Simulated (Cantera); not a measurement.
Feed: 1 mol Si, 4.6 mol NF₃, held at 650 K and 0.100 bar.

These are equilibrium values from Cantera (NASA tables, ideal gas, pure condensed phases), not measurements of a reactor. Candidate condensed phases: Si, Si₃N₄; 16 gas species. Equilibrium is a limit: real reactors are often held back by kinetics, nucleation or transport.

Base state: NF₃ 0.616, SiF₄ 0.197, N₂ 0.145, F₂ 0.0414, F 0.000316 (mole fractions); condensed: gas only.

Problem. What changes in the equilibrium state with this change: NF₃ from 4.6 to 1.1 mol?

Solution. 
```json
[
 {"species": "SiF₄", "before": "0.197", "after": "0.656"},
 {"species": "N₂", "before": "0.145", "after": "0.344"},
 {"species": "NF₃", "before": "0.616", "after": "<1e-9"},
 {"species": "F₂", "before": "0.0414", "after": "<1e-9"},
 {"species": "F", "before": "0.000316", "after": "<1e-9"},
 {"species": "Si₃N₄(s), mol", "before": "0", "after": "0.0583"}
]
```
